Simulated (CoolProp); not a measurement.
Vapour-liquid equilibrium of acetone (1) + toluene (2) at 0.0151 MPa; x and y are mole fractions of (1).

The numbers come from the multi-fluid Helmholtz-energy mixture model, Lemmon 2006 and Lemmon 2006; pair parameters Bell 2016 in CoolProp.

| x | bubble temperature, mixture model (°C) | bubble temperature, Raoult's law (°C) | y, mixture model | y, Raoult's law |
|---|---|---|---|---|
| 0.05 | 44.5 | 48.9 | 0.388 | 0.261 |
| 0.15 | 32.8 | 39.8 | 0.674 | 0.559 |
| 0.25 | 26.6 | 33.2 | 0.782 | 0.716 |
| 0.35 | 22.6 | 28.0 | 0.838 | 0.809 |
| 0.45 | 19.7 | 23.8 | 0.875 | 0.870 |
| 0.55 | 17.5 | 20.3 | 0.903 | 0.911 |
| 0.65 | 15.5 | 17.4 | 0.926 | 0.941 |
| 0.75 | 13.7 | 14.8 | 0.948 | 0.964 |
| 0.85 | 12.0 | 12.5 | 0.969 | 0.981 |
| 0.95 | 10.3 | 10.5 | 0.989 | 0.994 |

The largest gap from Raoult's law is -7.0 K in bubble temperature, at x = 0.15. No azeotrope shows between x = 0.05 and 0.95.

The pair parameters rest on a limited set of measurements; away from them the model extrapolates.
